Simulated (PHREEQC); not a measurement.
PHREEQC input (ion-association model, wateq4f.dat):

```
SOLUTION_MASTER_SPECIES
  An  An-  0  An  62.0  # stands for a non-complexing anion
SOLUTION_SPECIES
  An- = An-
    -log_k 0
    -gamma 3.0 0
PHASES
  Fix_H+
    H+ = H+
    -log_k 0
SOLUTION 1
  temp 25
  units mmol/kgw
  pH 7 charge
  F 0.0036
  Na 50.0036
  An 50
END
SELECTED_OUTPUT 1
  -reset false
  -pH true
  -pe true
  -ionic_strength true
  -water true
  -totals F Na
  -molalities Hfo_wOH Hfo_wOH2+ Hfo_wO- Hfo_sOH Hfo_sOH2+ Hfo_sO- Hfo_wF Hfo_wOHF-
USER_PUNCH 1
  -headings sigma psi
  10 PUNCH EDL("sigma", "Hfo"), EDL("psi", "Hfo")
PRINT
  -reset false
USE solution 1
SURFACE 1
  Hfo_wOH 7.41573e-05 600 0.033
  Hfo_sOH 1.85393e-06
EQUILIBRIUM_PHASES 1
  Fix_H+ -4 HAn 10
    -force_equality true
  O2(g) -0.68 10
END
# ... the last block is repeated for the other 12 points of pH, with NaOH or the acid as the point needs
```

Selected output (columns that matter, 12 of 13 rows; pH added in front):

```
pH	mu	F	Na	m_Hfo_wOH	m_Hfo_wOH2+	m_Hfo_wO-	m_Hfo_sOH	m_Hfo_sOH2+	m_Hfo_sO-	m_Hfo_wF	m_Hfo_wOHF-	sigma	psi
4	0.05015	2.1015e-06	0.050004	1.4419e-05	5.8158e-05	8.1892e-08	3.679e-07	1.4839e-06	2.0895e-09	1.0833e-06	4.1525e-07	0.28823	0.15879
4.5	0.050065	2.3281e-06	0.050004	2.4843e-05	4.7746e-05	2.9613e-07	6.3192e-07	1.2145e-06	7.5324e-09	7.0484e-07	5.6705e-07	0.23436	0.14826
5	0.050034	2.6718e-06	0.050004	3.5443e-05	3.7009e-05	7.7758e-07	8.973e-07	9.3695e-07	1.9686e-08	3.7416e-07	5.5403e-07	0.17834	0.13436
5.5	0.05002	3.0184e-06	0.050004	4.4199e-05	2.7765e-05	1.6118e-06	1.1137e-06	6.9962e-07	4.0614e-08	1.6803e-07	4.1358e-07	0.12865	0.11783
6	0.050014	3.2861e-06	0.050004	5.0319e-05	2.0726e-05	2.7986e-06	1.2633e-06	5.2035e-07	7.0263e-08	6.6029e-08	2.4786e-07	0.088353	0.099099
6.5	0.05001	3.4522e-06	0.050004	5.3975e-05	1.5815e-05	4.22e-06	1.3521e-06	3.9616e-07	1.0571e-07	2.3548e-08	1.2426e-07	0.057317	0.078271
7.5	0.050005	3.5759e-06	0.050004	5.6652e-05	1.0436e-05	7.0455e-06	1.4168e-06	2.6097e-07	1.762e-07	2.5611e-09	2.1497e-08	0.01683	0.031039
8	0.050005	3.5911e-06	0.050004	5.6911e-05	8.9113e-06	8.3263e-06	1.4229e-06	2.2281e-07	2.0818e-07	8.1707e-10	8.0681e-09	0.0028828	0.005635
8.5	0.050008	3.5968e-06	0.05001	5.6826e-05	7.6197e-06	9.7086e-06	1.4207e-06	1.905e-07	2.4272e-07	2.584e-10	2.9796e-09	-0.010449	-0.019959
9	0.050019	3.5988e-06	0.050021	5.6329e-05	6.3134e-06	1.1514e-05	1.4083e-06	1.5784e-07	2.8784e-07	8.1043e-11	1.118e-09	-0.025982	-0.044931
9.5	0.050047	3.5995e-06	0.050052	5.5074e-05	4.8987e-06	1.4184e-05	1.3768e-06	1.2247e-07	3.5461e-07	2.5061e-11	4.3563e-10	-0.046387	-0.06857
10	0.050134	3.5998e-06	0.050142	5.2441e-05	3.449e-06	1.8267e-05	1.311e-06	8.6224e-08	4.5667e-07	7.5454e-12	1.7739e-10	-0.074019	-0.090391
```
